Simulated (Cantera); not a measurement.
Feed: 1 mol AlCl₃, 400 mol NH₃, 63 mol H₂, at 70.0 Pa.

These are equilibrium values from Cantera (NASA tables, ideal gas, pure condensed phases), not measurements of a reactor. Candidate condensed phases: Al, AlCl₃, AlN, NH₄Cl; 20 gas species. Rates play no part.

Question: Which condensed phases are stable at each of these points (T (K)): 1198, 1248, 1298, 1348, 1398, 1448, 1498, 1548, 1598?

Answer: 
```csv
T (K),condensed phases,Al condensed (%)
1198,AlN(s),99.2
1248,AlN(s),97.4
1298,AlN(s),91.2
1348,AlN(s),73.1
1398,AlN(s),31.4
1448,gas only,0.0
1498,gas only,0.0
1548,gas only,0.0
1598,gas only,0.0
```

From 1198 K to 1398 K the condensed part is AlN(s). From 1448 K to 1598 K nothing is condensed.
